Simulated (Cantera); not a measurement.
Input (Python, Cantera) and output of one run.

```python
import numpy as np
import cantera as ct

gas_names = """
    H HO2 H2 H2O H2O2 O OH O2 O3 Si SiH SiH2 SiH3 SiH4 SiO SiO2 Si2 Si3
""".split()
cond_names = """
    H2O(s) H2O(L) Si(cr) Si(L) SiO2(Lqz) SiO2(hqz) SiO2(L)
""".split()


# ... load() reads the species with a 1 bar reference pressure and builds the phases ...
atoms = {
    'Si': {'Si': 1},
    'O2': {'O': 2},
    'H2': {'H': 2},
}
top_T = {}  # K; cautious upper limits of use, not melting points


# ... equilibrate(T, P, feed) seeds the gas with the atoms and calls Mixture.equilibrate('TP', solver="vcs", rtol=1e-11, max_steps=5000) ...
results = []
feed = {'Si': 1, 'O2': 0.62, 'H2': 300}  # mol
T = 1700  # K
P = 41  # Pa
mix = equilibrate(T, P, feed)
results.append((T, P, feed, dict(zip(mix.species_names, mix.species_moles))))
x = sorted(zip(gas.X, gas.species_names), reverse=True)
print(f"T = {T:g} K  P = {P:g} Pa  gas = {mix.phase_moles(0):.4g} mol")
print("   x: " + "  ".join(f"{s} {v:.3e}" for v, s in x if v > 1e-05))
print("   condensed (mol): " + ("  ".join(f"{mix.phase(i).name} {mix.phase_moles(i):.4g}"
      for i in range(1, mix.n_phases) if mix.phase_moles(i) > 1e-12) or "none"))
```

It prints:

```
T = 1700 K  P = 41 Pa  gas = 302.1 mol
   x: H2 9.887e-01  H 7.236e-03  SiO 3.310e-03  H2O 7.942e-04
   condensed (mol): none
```

Method: chemical equilibrium by Gibbs-energy minimisation in Cantera with the NASA 1993 tables (ideal gas, pure condensed phases).
